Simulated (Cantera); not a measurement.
Input: 1 mol CCl4, 0.11 mol H2, held at 100 Torr.

Method: chemical equilibrium by Gibbs-energy minimisation in Cantera with the NASA 1993 tables (ideal gas, pure condensed phases). Candidate condensed phases: C, C6H6, C7H8, C8H18; 91 gas species. The tables' values for CCl are old estimates; treat these amounts as uncertain. Rates play no part.

x: gas mole fraction; n: condensed amount in mol.

```
T (°C)   x Cl     x Cl2   x HCl       x H  n C(graphite)
------  -----  --------  ------  --------  -------------
1250    0.161     0.743  0.0959   1.92e-9          1.000
1450        ?         ?       ?         ?          1.000
1650    0.707     0.226  0.0674   4.78e-7          0.999
1850    0.865    0.0755  0.0592   4.84e-6          0.999
2050    0.919    0.0245  0.0563   3.92e-5          0.999
2250    0.936   0.00890  0.0552  0.000241          0.999
2450    0.941   0.00367  0.0539   0.00114          0.998
2650    0.942         ?  0.0502         ?          0.985
2850    0.935  0.000848  0.0412    0.0115          0.879
```

Question: Fill in the missing entries.

Answer: 
- 2650, x Cl2: 0.00170
- 2650, x H: 0.00420
- 1450, x Cl: 0.419
- 1450, x Cl2: 0.499
- 1450, x HCl: 0.0824
- 1450, x H: 3.80e-8
